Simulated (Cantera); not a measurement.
An adiabatic, constant-pressure homogeneous reactor starts with CH3OH : O2 : N2 = 1 : 0.938 : 9.38 (molar parts), equivalence ratio 1.6, at 1323 K and 0.480 bar. Integrator tolerance rtol = 1e-08.

Cantera simulation using GRI-Mech 3.0 (53 species, 325 reactions); the numbers are that mechanism's predictions, not measurements. GRI-Mech 3.0 was tuned for natural gas; its chemistry of methanol as a main component is partial and can be far from experiment.

```json
[
 {"quantity": "time of steepest temperature rise", "before": "3.70 ms", "after": "0.456 ms"},
 {"quantity": "temperature at 0.400 s", "before": "2117 K", "after": "2290 K"},
 {"quantity": "equilibrium temperature", "before": "2117 K", "after": "2289 K"},
 {"quantity": "x(CH3OH) at 0.400 s", "before": "<1e-12 (gas-phase equilibrium <1e-12)", "after": "<1e-12 (gas-phase equilibrium <1e-12)"},
 {"quantity": "x(O2) at 0.400 s", "before": "8.50e-6 (gas-phase equilibrium 8.48e-6)", "after": "7.79e-5 (gas-phase equilibrium 7.79e-5)"},
 {"quantity": "x(CH3) at 0.400 s", "before": "<1e-12 (gas-phase equilibrium <1e-12)", "after": "<1e-12 (gas-phase equilibrium <1e-12)"},
 {"quantity": "x(C2H) at 0.400 s", "before": "<1e-12 (gas-phase equilibrium <1e-12)", "after": "<1e-12 (gas-phase equilibrium <1e-12)"},
 {"quantity": "x(HCN) at 0.400 s", "before": "2.26e-9 (gas-phase equilibrium 3.03e-9)", "after": "2.88e-9 (gas-phase equilibrium 2.89e-9)"},
 {"quantity": "x(O) at 0.400 s", "before": "6.64e-6 (gas-phase equilibrium 6.62e-6)", "after": "5.99e-5 (gas-phase equilibrium 5.98e-5)"},
 {"quantity": "x(CH2O) at 0.400 s", "before": "3.92e-10 (gas-phase equilibrium 3.92e-10)", "after": "3.86e-10 (gas-phase equilibrium 3.86e-10)"}
]
```

What was changed between the two runs?
A. initial temperature 1323 to 1450 K
B. constant volume in place of constant pressure
C. pressure from 0.480 bar to 8.00 bar
D. initial temperature 1323 to 1525 K

D, initial temperature 1323 to 1525 K
